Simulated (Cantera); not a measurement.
What does this Cantera script print?

```python
import numpy as np
import cantera as ct

gas_names = """
    MgCL2 Mg CL2
""".split()
cond_names = """

""".split()


# ... load() reads the species with a 1 bar reference pressure and builds the phases ...
species = {s.name: s for s in load("nasa_gas.yaml", gas_names) + load("nasa_condensed.yaml", cond_names)}
# Each term lists the table entries of one substance; the one whose range holds T is used.
reactions = {
    'MgCl2(g) = Mg(g) + Cl2(g)':
        [(-1, ['MgCL2']), (1, ['Mg']), (1, ['CL2'])],
}


def pick(names, T):
    return next(species[n] for n in names if species[n].thermo.min_temp <= T <= species[n].thermo.max_temp)


results = []
for label, terms in reactions.items():
    print(label)
    print("     T/K   dH/kJ  dS/(J/K)   dG/kJ   log10 K")
    for T in [300, 750, 825, 900, 975, 1050, 1125, 1200, 1275, 1350, 1425, 1500]:
        used = [(nu, pick(names, T)) for nu, names in terms]
        dH = sum(nu * s.thermo.h(T) for nu, s in used) / 1e6
        dS = sum(nu * s.thermo.s(T) for nu, s in used) / 1e3
        dG = dH - T * dS / 1e3
        logK = -dG * 1e6 / (ct.gas_constant * T * np.log(10))
        results.append((label, T, dH, dS, dG, logK, [s.name for _, s in used]))
        print(f"{T:8g} {dH:8.1f} {dS:8.1f} {dG:8.1f} {logK:8.2f}")
```

Output:

```
MgCl2(g) = Mg(g) + Cl2(g)
     T/K   dH/kJ  dS/(J/K)   dG/kJ   log10 K
     300    539.6     94.7    511.2   -89.00
     750    538.1     91.8    469.2   -32.68
     825    537.9     91.5    462.4   -29.27
     900    537.6     91.2    455.5   -26.44
     975    537.3     90.9    448.7   -24.04
    1050    537.1     90.6    441.9   -21.98
    1125    536.8     90.4    435.1   -20.20
    1200    536.5     90.2    428.3   -18.64
    1275    536.3     89.9    421.6   -17.27
    1350    536.0     89.7    414.8   -16.05
    1425    535.7     89.5    408.1   -14.96
    1500    535.4     89.4    401.4   -13.98
```

Cantera with NASA thermochemical tables; ideal gases at 1 bar, condensed phases pure. Condensed species are held in their standard states even where they would react or evaporate.
